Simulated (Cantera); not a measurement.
A perfectly stirred reactor is fed with H2 : O2 : N2 = 1.2 : 1 : 4.3 (molar parts), equivalence ratio 0.60, at 315 Torr; it is held at 1075 K, and followed from long to short residence time.

Detailed kinetics in Cantera: GRI-Mech 3.0 (53 species, 325 reactions). The temperature is held fixed by assumption; the heat of reaction is taken as removed at once.

One state of this run: x H2 = 0.00193; x O2 = 0.0686; x NO2 = 8.05e-10; x HO2 = 2.46e-5; x OH = 0.000123; x H2O = 0.201; x H2O2 = 2.77e-6. x: mole fraction; the columns are a selection and need not sum to one.

Task: Which value of τ (s) does it belong to?
A) 3.7
B) 0.96
C) 0.063
D) 0.12

Result: D, 0.12
